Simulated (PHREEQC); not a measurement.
# Silver or lead bath: speciation

Make-up at 40 °C: 0.081 mol/kgw Pb(NO3)2 and 0.013 mol/kgw HF. Closed to the air; pH follows from the charge balance.

Model: ion-association model, wateq4f.dat, run in PHREEQC.

Each row changes one thing in this solution. Precipitation was switched off in this run.

```tsv
case	pH	ionic strength (mol/kgw)	HF (mol/kgw)	F- (mol/kgw)	H2F2 (mol/kgw)	HF2- (mol/kgw)
as made	2.57	0.187	0.00925	0.00256	0.000133	0.000104
diluted 10-fold with water	3.23	0.0231	0.000625	0.000626	5.87e-7	1.65e-6
Pb(NO3)2 replaced by Cu(NO3)2 at the same molality	2.54	0.244	0.00898	0.00244	0.000128	9.72e-5
0.0016 mol/kgw LiCl added	2.57	0.188	0.00925	0.00257	0.000133	0.000104
temperature from 40 to 35 °C	2.55	0.187	0.00908	0.00265	0.000155	0.000103
Pb(NO3)2 left out	2.63	0.00244	0.0101	0.00234	0.000154	9.98e-5
HF from 0.013 to 0.0195 mol/kgw	2.47	0.188	0.0144	0.00317	0.000323	0.000200
Pb(NO3)2 from 0.081 to 0.405 mol/kgw	2.49	0.687	0.00836	0.00256	0.000122	0.000105
```

Some of these states are supersaturated (in PbF2, Matlockite, for instance). Away from 25 °C the constants follow the database's enthalpies or fits; those with neither stay at their 25 °C values.
